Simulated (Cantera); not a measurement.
Thermodynamics of carbothermic reduction, feed MgO + CO

Input: 1 mol MgO, 1.4 mol CO, equilibrated at 30.0 Pa.

These are equilibrium values from Cantera (NASA tables, ideal gas, pure condensed phases), not measurements of a reactor. Candidate condensed phases: C, Mg, MgCO3, MgO; 15 gas species. Kinetics and transport are ignored.

```
T (K)   x CO      x Mg     x CO2      x O2       x O     x MgO  n MgO(s)
-----  -----  --------  --------  --------  --------  --------  --------
1225   1.000   1.89e-5   1.89e-5    <1e-12    <1e-12    <1e-12     1.000
1300   1.000   6.87e-5   6.87e-5    <1e-12    <1e-12    <1e-12     1.000
1375   1.000  0.000217  0.000217    <1e-12    <1e-12  1.10e-12     1.000
1450   0.999  0.000607  0.000607    <1e-12  9.16e-12  2.16e-11     0.999
1525   0.997   0.00153   0.00153    <1e-12  2.05e-10  3.16e-10     0.998
1600   0.993   0.00353   0.00353  1.67e-11   3.43e-9   3.59e-9     0.995
1675   0.985   0.00753   0.00753  5.09e-10   4.45e-8   3.28e-8     0.989
1750   0.970    0.0150    0.0150   1.16e-8   4.65e-7   2.47e-7     0.979
1825   0.944    0.0279    0.0279   2.06e-7   4.02e-6   1.58e-6     0.960
1900   0.902    0.0491    0.0490   2.96e-6   2.96e-5   8.67e-6     0.928
1975   0.837    0.0812    0.0810   3.57e-5  0.000190   4.18e-5     0.876
2050   0.746     0.127     0.125  0.000371   0.00108  0.000180     0.795
2125   0.623     0.190     0.177   0.00336   0.00553  0.000694     0.667
2200   0.458     0.282     0.208    0.0249    0.0246   0.00244     0.402
```
x: gas mole fraction; n: condensed amount in mol.

From 1225 K to 2200 K the condensed part is MgO(s). The main Mg-bearing gas is Mg throughout.
